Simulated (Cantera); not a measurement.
Input: 1 mol CH3SiCl3, 0.058 mol C3H8, 160 mol H2, held at 1025 K and 5200 Pa.

These are equilibrium values from Cantera (NASA tables, ideal gas, pure condensed phases), not measurements of a reactor. Candidate condensed phases: C, C6H6, C7H8, C8H18, Si, SiC; 109 gas species. The feed counts by its element totals alone. Equilibrium is a limit: real reactors are often held back by kinetics, nucleation or transport.

Base state: H2 0.981, HCl 0.0183, CH4 0.00110, SiCl4 2.00e-5 (mole fractions); condensed: SiC(s).

Task: What changes in the equilibrium state with this change: H2 from 160 to 10 mol?

Result: 
```json
[
 {"species": "H2", "before": "0.981", "after": "0.838"},
 {"species": "HCl", "before": "0.0183", "after": "0.134"},
 {"species": "SiCl4", "before": "2.00e-5", "after": "0.0236"},
 {"species": "SiCl3", "before": "9.69e-7", "after": "0.000145"},
 {"species": "SiHCl3", "before": "9.20e-6", "after": "0.00127"},
 {"species": "SiCl2", "before": "9.83e-7", "after": "1.85e-5"},
 {"species": "SiC(s), mol", "before": "0.995", "after": "0.677"},
 {"species": "C(graphite), mol", "before": "0", "after": "0.462"}
]
```
The tables' values for SiCl3 are old estimates; treat these amounts as uncertain.
